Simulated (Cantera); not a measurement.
Feed: 1 mol SiH₄, 0.86 mol N₂.

Cantera equilibrium calculation (NASA polynomials, part measured and part estimated; ideal gas, pure solids and liquids). Candidate condensed phases: Si, Si₃N₄; 18 gas species. N₂ is the only nitrogen source here; it is nearly inert below about 1500 K, so the nitride shown seldom forms there in practice. Mutual solubility and eutectic melting of coexisting phases are not modelled. Kinetics and transport are ignored.

Problem. What condenses at these points (T in K, P in Pa): (800, 1200); (1000, 1200); (1200, 45); (1500, 45); (1600, 45); (1600, 5)?

Solution. 
| T (K) | P in Pa | condensed phases | Si condensed (%) |
|---|---|---|---|
| 800 | 1200 | Si₃N₄ | 100.0 |
| 1000 | 1200 | Si₃N₄ | 100.0 |
| 1200 | 45 | Si₃N₄ | 100.0 |
| 1500 | 45 | Si + Si₃N₄ | 100.0 |
| 1600 | 45 | Si | 99.9 |
| 1600 | 5 | Si | 99.4 |
